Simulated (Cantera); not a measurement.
An isothermal, constant-pressure homogeneous reactor starts with CO : O2 : H2O : N2 = 0.0027 : 0.0053 : 0.012 : 1 (molar parts), equivalence ratio 0.25, at 1473 K and 0.178 atm.

Computed with Cantera and GRI-Mech 3.0 (53 species, 325 reactions).

**Question.** Predict: x(CO) at 6.00 s; x(O2) at 6.00 s; x(H2O) at 6.00 s; x(NO) at 6.00 s; x(H) at 6.00 s.

**Answer.** 
```
Item                                                 Value
----------------  ----------------------------------------
x(CO) at 6.00 s    4.15e-7 (gas-phase equilibrium 3.31e-7)
x(O2) at 6.00 s    0.00387 (gas-phase equilibrium 0.00379)
x(H2O) at 6.00 s     0.0118 (gas-phase equilibrium 0.0118)
x(NO) at 6.00 s   6.67e-7 (gas-phase equilibrium 0.000161)
x(H) at 6.00 s     3.23e-8 (gas-phase equilibrium 2.31e-8)
```
